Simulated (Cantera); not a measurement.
A closed system holds: 1 mol Cr, 1.6 mol N₂O, 2 mol N₂, at 2473.15 K.

These are equilibrium values from Cantera (NASA tables, ideal gas, pure condensed phases), not measurements of a reactor. Candidate condensed phases: Cr, CrN, Cr₂N, Cr₂O₃; 14 gas species. The numbers say what is thermodynamically allowed, not how fast it happens.

Question: Which condensed phases are stable at each of these points (P (Pa)): 0.100, 2.50, 63, 1600, 40000, 1000000?

Answer: 
```csv
P (Pa),condensed phases,Cr condensed (%)
0.100,gas only,0.0
2.50,gas only,0.0
63,gas only,0.0
1600,Cr₂O₃(s),55.5
40000,Cr₂O₃(s),98.3
1000000,Cr₂O₃(s),99.9
```

From 0.100 Pa to 63.0 Pa nothing is condensed. From 1600 Pa to 1000000 Pa the condensed part is Cr₂O₃(s).
